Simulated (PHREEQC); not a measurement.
**Acid mine or pickling water (model solution)**

A made-up water analysis in mg/kgw, 25 °C, pH 3.29, pe 12.3:

| constituent | mg/kgw |
|---|---|
| Na | 37.9 |
| K | 154 |
| Ca | 135 |
| Mg | 89.5 |
| Cl | 142 |
| S(6) as SO4 | 795 |
| Zn | 0.184 |
| P as PO4 | 4.75 |

Valence states are taken as typed.

The numbers come from PHREEQC with the ion-association model, wateq4f.dat.

Each row changes one thing in this solution. No solid was allowed to form.

```csv
case,ionic strength (mol/kgw),SO4-2 (mol/kgw),Mg+2 (mol/kgw),Ca+2 (mol/kgw),MgSO4 (mol/kgw),CaSO4 (mol/kgw),SI of Gypsum (CaSO4:2H2O),SI of Epsomite (MgSO4:7H2O)
as made,0.0274,0.00600,0.00259,0.00249,0.00109,0.000878,-0.77,-3.19
all concentrations times 4 at the same typed pH,0.0943,0.0203,0.00850,0.00841,0.00621,0.00503,-0.01,-2.43
Zn from 0.184 to 0.092 mg/kgw,0.0274,0.00600,0.00259,0.00248,0.00109,0.000878,-0.77,-3.19
```

H3PO4, which wateq4f.dat lacks, is added to it with the constant of phreeqc.dat. The database has no phosphate complexes of Zn.
